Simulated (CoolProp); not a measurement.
Propylene at 258.61 K and 0.826 MPa flows at 0.061 m/s in a round tube of 20 mm bore and 0.25 µm roughness, fully developed (64/Re and Nu = 3.66 if laminar; Colebrook and Gnielinski if turbulent). Each further row changes one setting.

Values from CoolProp's reference Helmholtz-energy equation of state, Lemmon 2013.

```csv
case,Reynolds number,Darcy friction factor,pressure drop (Pa/m),heat-transfer coefficient (W/(m² K)),mass flow (kg/h)
as stated,4980,0.0375,(withheld),176,39.2
velocity 0.122 m/s,9950,0.0309,(withheld),340,78.3
diameter 40 mm,9950,0.0309,0.817,170,(withheld)
```

Task: Complete the blanks.

Result: 
- as stated, pressure drop (Pa/m): 1.98
- velocity 0.122 m/s, pressure drop (Pa/m): 6.54
- diameter 40 mm, mass flow (kg/h): 157

Viscosity comes from a separate model (Huber 2003), an estimate that may be off by 10 % or more. Thermal conductivity comes from a separate model (Huber 2003), an estimate that may be off by 10 % or more.
